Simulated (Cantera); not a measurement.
Charge: 1 mol Si, 1.8 mol Cl2, 2.4 mol H2.

Method: chemical equilibrium by Gibbs-energy minimisation in Cantera with the NASA 1993 tables (ideal gas, pure condensed phases). Candidate condensed phases: Si; 19 gas species. The tables' values for SiCl3 are old estimates. Rates play no part.

Stable condensed phases, one row left out:

```
T in K \ P in Pa
           10000   19000   36000   67000  130000  240000  450000  840000 1600000 3000000
   1723        A       A       A       A       A       A       A       A       A       A
   1623        A       A       A       A       A       A       A       A       A       A
   1523        A       A       A       A       A       A       A       A       A       A
   1423        A       A       A       A       A       B       B       A       A       A
   1323        B       B       B       B       B       B       B       B       A       A
   1223        B       B       B       B       B       B       B       B       A       A
   1123        B       B       B       B       B       B       B       A       A       A
    923        B       B       B       B       B       B       A       A       A       A
    823        B       B       B       B       B       B       A       A       A       A
    723        B       B       B       B       B       B       A       A       A       A
    623        B       B       B       B       B       B       A       A       A       A
    523        B       B       B       B       B       A       A       A       A       A
```

A: gas only; B: Si.

Give the row for 1023 K.

10000: Si; 19000: Si; 36000: Si; 67000: Si; 130000: Si; 240000: Si; 450000: Si; 840000: gas only; 1600000: gas only; 3000000: gas only.
